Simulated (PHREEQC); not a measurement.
Synthetic water in mg/L, 25 °C, pH 2.66, pe 10.4:

| constituent | mg/L |
|---|---|
| Na | 4020 |
| K | 134 |
| Ca | 123 |
| Mg | 2.2 |
| Cl | 1400 |
| S(6) as SO4 | 7580 |
| B | 2.28 |
| Cd | 484 |
| F | 11.4 |

Valence states are taken as typed.

Model: ion-association model, phreeqc.dat, run in PHREEQC.

No solid was allowed to form.

Task: Predict the ionic strength, specific conductance, charge-balance error.

Result: ionic strength 0.236 mol/kgw; specific conductance 15800 µS/cm; charge-balance error 0.9 %.

Task: In which forms is Mg present?

Result: MgSO4 54 %, Mg+2 46 % of the Mg.

Real BF4- forms and hydrolyses slowly; the run takes it at equilibrium.
